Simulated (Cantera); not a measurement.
# Reactions in the system N-O

Source: NASA polynomial tables (part measured, part estimated), evaluated in Cantera. Values are per mole of reaction as written; species without (g) are pure solids or liquids, kept so even where they would boil at 1 bar.

4 NO(g) → N₂(g) + 2 NO₂(g)

| T (K) | ΔH° (kJ) | ΔS° (J/K) | ΔG° (kJ) | log10 K |
|---|---|---|---|---|
| 300 | -296.7 | -171.1 | -245.4 | 42.72 |
| 2800 | -289.0 | -171.6 | 191.6 | -3.57 |
| 2825 | -288.8 | -171.5 | 195.9 | -3.62 |
| 2850 | -288.5 | -171.5 | 200.2 | -3.67 |
| 2875 | -288.3 | -171.4 | 204.4 | -3.71 |
| 2900 | -288.1 | -171.3 | 208.7 | -3.76 |
| 2925 | -287.9 | -171.3 | 213.0 | -3.80 |
| 2950 | -287.7 | -171.2 | 217.3 | -3.85 |
